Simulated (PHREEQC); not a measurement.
# Nickel, zinc or cadmium bath: speciation

Dissolve 0.019 mol ZnCl2 and 0.00086 mol NaCl per kg of water at 45 °C. Closed to the air; pH follows from the charge balance.

All values are PHREEQC results (ion-association model, wateq4f.dat), not measurements.

The pH comes out as 5.18. The ionic strength comes out as 0.0541 mol/kgw.

```csv
species,molality,activity,log γ
Cl-,0.0370,0.0296,-0.096
Zn+2,0.0171,0.00790,-0.337
ZnCl+,0.00179,0.00144,-0.094
Na+,0.000860,0.000699,-0.090
ZnCl2,4.76e-5,4.82e-5,0.005
H+,7.84e-6,6.63e-6,-0.073
ZnOH+,6.67e-6,5.41e-6,-0.091
ZnCl3-,2.23e-6,1.79e-6,-0.094
ZnOHCl,1.15e-6,1.17e-6,0.005
```

This is a speciation only: nothing precipitates in the calculation. Constants without temperature data keep their 25 °C values here.
